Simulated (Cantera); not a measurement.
A perfectly stirred reactor is fed with 8.90 % CO, 8.36 % H2, 15.1 % O2, 56.9 % N2, 10.7 % H2O, at 0.360 bar; it is adiabatic with a 450 K inlet, and is followed from long to short residence time, starting on the burning branch (τ in s: 0.23, 0.088, 0.033, 0.013, 0.0048, 0.0018, 0.00069, 0.00026, 9.9e-05).

Computed with Cantera and GRI-Mech 3.0 (53 species, 325 reactions).

Question: Predict: blow-out, bracketed by the residence times tried; x(CO) at τ = 0.230 s; x(H2) at τ = 0.230 s; x(O2) at τ = 0.230 s; x(NO) at τ = 0.230 s; x(H2O) at τ = 0.230 s; x(CO) at τ = 4.80 ms; x(H2) at τ = 4.80 ms; x(O2) at τ = 4.80 ms; x(NO) at τ = 4.80 ms; x(H2O) at τ = 4.80 ms.

Answer: 
| Quantity | Result |
|---|---|
| blow-out, bracketed by the residence times tried | burning at 0.690 ms, out at 0.260 ms |
| x(CO) at τ = 0.230 s | 0.000886 |
| x(H2) at τ = 0.230 s | 0.000426 |
| x(O2) at τ = 0.230 s | 0.0709 |
| x(NO) at τ = 0.230 s | 1.88e-5 |
| x(H2O) at τ = 0.230 s | 0.206 |
| x(CO) at τ = 4.80 ms | 0.00847 |
| x(H2) at τ = 4.80 ms | 0.00413 |
| x(O2) at τ = 4.80 ms | 0.0742 |
| x(NO) at τ = 4.80 ms | 7.25e-6 |
| x(H2O) at τ = 4.80 ms | 0.198 |
